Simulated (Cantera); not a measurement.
Cantera run:

```python
import numpy as np
import cantera as ct

gas_names = [...]  # 110 gases of nasa_gas.yaml made of C, H, O
cond_names = """
    C(gr) C6H6(L) C7H8(L) C8H18(L),n-octa H2O(s) H2O(L)
""".split()


# ... load() reads the species with a 1 bar reference pressure and builds the phases ...
atoms = {
    'C2H6': {'C': 2, 'H': 6},
    'H2O': {'H': 2, 'O': 1},
    'H2': {'H': 2},
}
top_T = {'C(gr)': 4500}  # K; cautious upper limits of use, not melting points


# ... equilibrate(T, P, feed) seeds the gas with the atoms and calls Mixture.equilibrate('TP', solver="vcs", rtol=1e-11, max_steps=5000) ...
results = []
P = 101325  # Pa
for T in [800, 900, 1000, 1100, 1200, 1300, 1400, 1500, 1600, 1700, 1800, 1900]:
    for m in [0.37, 0.52, 0.75, 1.1, 1.5, 2.2, 3.1, 4.4, 6.3, 9, 13, 18, 26]:
        feed = {'C2H6': 1, 'H2O': 0.21, 'H2': m}  # mol
        mix = equilibrate(T, P, feed)
        results.append((T, P, feed, dict(zip(mix.species_names, mix.species_moles))))

for T, P, feed, n in results:
    print(f"{T:7g} {feed['H2']:10.4g}  " + (" + ".join(c for c in cond_names if n.get(c, 0) > 1e-12) or "gas only"))
```

Result:

```
    800       0.37  C(gr)
    800       0.52  C(gr)
    800       0.75  C(gr)
    800        1.1  C(gr)
    800        1.5  C(gr)
    800        2.2  C(gr)
    800        3.1  C(gr)
    800        4.4  gas only
    800        6.3  gas only
    800          9  gas only
    800         13  gas only
    800         18  gas only
    800         26  gas only
    900       0.37  C(gr)
    900       0.52  C(gr)
    900       0.75  C(gr)
    900        1.1  C(gr)
    900        1.5  C(gr)
    900        2.2  C(gr)
    900        3.1  C(gr)
    900        4.4  C(gr)
    900        6.3  C(gr)
    900          9  gas only
    900         13  gas only
    900         18  gas only
    900         26  gas only
   1000       0.37  C(gr)
   1000       0.52  C(gr)
   1000       0.75  C(gr)
   1000        1.1  C(gr)
   1000        1.5  C(gr)
   1000        2.2  C(gr)
   1000        3.1  C(gr)
   1000        4.4  C(gr)
   1000        6.3  C(gr)
   1000          9  C(gr)
   1000         13  C(gr)
   1000         18  C(gr)
   1000         26  gas only
   1100       0.37  C(gr)
   1100       0.52  C(gr)
   1100       0.75  C(gr)
   1100        1.1  C(gr)
   1100        1.5  C(gr)
   1100        2.2  C(gr)
   1100        3.1  C(gr)
   1100        4.4  C(gr)
   1100        6.3  C(gr)
   1100          9  C(gr)
   1100         13  C(gr)
   1100         18  C(gr)
   1100         26  C(gr)
   1200       0.37  C(gr)
   1200       0.52  C(gr)
   1200       0.75  C(gr)
   1200        1.1  C(gr)
   1200        1.5  C(gr)
   1200        2.2  C(gr)
   1200        3.1  C(gr)
   1200        4.4  C(gr)
   1200        6.3  C(gr)
   1200          9  C(gr)
   1200         13  C(gr)
   1200         18  C(gr)
   1200         26  C(gr)
   1300       0.37  C(gr)
   1300       0.52  C(gr)
   1300       0.75  C(gr)
   1300        1.1  C(gr)
   1300        1.5  C(gr)
   1300        2.2  C(gr)
   1300        3.1  C(gr)
   1300        4.4  C(gr)
   1300        6.3  C(gr)
   1300          9  C(gr)
   1300         13  C(gr)
   1300         18  C(gr)
   1300         26  C(gr)
   1400       0.37  C(gr)
   1400       0.52  C(gr)
   1400       0.75  C(gr)
   1400        1.1  C(gr)
   1400        1.5  C(gr)
   1400        2.2  C(gr)
   1400        3.1  C(gr)
   1400        4.4  C(gr)
   1400        6.3  C(gr)
   1400          9  C(gr)
   1400         13  C(gr)
   1400         18  C(gr)
   1400         26  C(gr)
   1500       0.37  C(gr)
   1500       0.52  C(gr)
   1500       0.75  C(gr)
   1500        1.1  C(gr)
   1500        1.5  C(gr)
   1500        2.2  C(gr)
   1500        3.1  C(gr)
   1500        4.4  C(gr)
   1500        6.3  C(gr)
   1500          9  C(gr)
   1500         13  C(gr)
   1500         18  C(gr)
   1500         26  C(gr)
   1600       0.37  C(gr)
   1600       0.52  C(gr)
   1600       0.75  C(gr)
   1600        1.1  C(gr)
   1600        1.5  C(gr)
   1600        2.2  C(gr)
   1600        3.1  C(gr)
   1600        4.4  C(gr)
   1600        6.3  C(gr)
   1600          9  C(gr)
   1600         13  C(gr)
   1600         18  C(gr)
   1600         26  C(gr)
   1700       0.37  C(gr)
   1700       0.52  C(gr)
   1700       0.75  C(gr)
   1700        1.1  C(gr)
   1700        1.5  C(gr)
   1700        2.2  C(gr)
   1700        3.1  C(gr)
   1700        4.4  C(gr)
   1700        6.3  C(gr)
   1700          9  C(gr)
   1700         13  C(gr)
   1700         18  C(gr)
   1700         26  C(gr)
   1800       0.37  C(gr)
   1800       0.52  C(gr)
   1800       0.75  C(gr)
   1800        1.1  C(gr)
   1800        1.5  C(gr)
   1800        2.2  C(gr)
   1800        3.1  C(gr)
   1800        4.4  C(gr)
   1800        6.3  C(gr)
   1800          9  C(gr)
   1800         13  C(gr)
   1800         18  C(gr)
   1800         26  C(gr)
   1900       0.37  C(gr)
   1900       0.52  C(gr)
   1900       0.75  C(gr)
   1900        1.1  C(gr)
   1900        1.5  C(gr)
   1900        2.2  C(gr)
   1900        3.1  C(gr)
   1900        4.4  C(gr)
   1900        6.3  C(gr)
   1900          9  C(gr)
   1900         13  C(gr)
   1900         18  C(gr)
   1900         26  C(gr)
```

Equilibrium computed with Cantera from the NASA thermochemical tables; the gas is ideal and each condensed phase is pure.
